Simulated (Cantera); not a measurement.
Mixture: 3.55 % CH4, 0.674 % C2H6, 0.461 % C3H8, 13.0 % O2, 82.3 % N2, equivalence ratio 0.90, at 1050 Torr, adiabatic and at constant volume. Ignition delay is the time to a rise of 400 K.

Cantera simulation using GRI-Mech 3.0 (53 species, 325 reactions); the numbers are that mechanism's predictions, not measurements.

### Question
Predict: delay at 1250 K; delay at 1400 K; delay at 1550 K; delay at 1700 K; delay at 1850 K; apparent activation energy between 1700 and 1850 K.

### Answer
- delay at 1250 K: 1.63 ms
- delay at 1400 K: 0.299 ms
- delay at 1550 K: 79.9 µs
- delay at 1700 K: 30.4 µs
- delay at 1850 K: 15.1 µs
- apparent activation energy between 1700 and 1850 K: 120 kJ/mol
